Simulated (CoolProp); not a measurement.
Saturated liquid density (kg/m³) of dodecamethylcyclohexasiloxane (D6): the reference equation beside estimates from Tc = 645.8 K, pc = 0.9614 MPa, ω = 0.736. Rackett uses Z = 0.29056 − 0.08775 ω.

Computed with CoolProp (reference Helmholtz-energy equation of state, Colonna 2008). It is a short technical equation, of lower accuracy than the large ones.

```tsv
T (K)	reference	Rackett	van der Waals	Peng-Robinson
310	955.2	1211	528.1	933.2
334.1	928.6	1180	517.2	919.6
358.3	901.8	1148	505.7	904.3
382.4	874.7	1115	493.7	887.4
406.6	846.9	1080	480.9	868.3
430.7	818.7	1045	467.4	846.9
454.9	789.3	1007	453.0	822.5
479	758.7	968.2	437.5	794.7
503.2	726.2	926.3	420.6	762.5
527.3	691.3	881.3	402.2	725.0
551.5	652.4	831.7	381.6	680.3
575.6	607.9	775.9	358.1	626.1
```

Absolute difference from the reference over all 12 rows, mean and median: Rackett 27.4 and 27.5 %, van der Waals 42.8 and 42.8 %, Peng-Robinson 3.1 and 3.2 %.
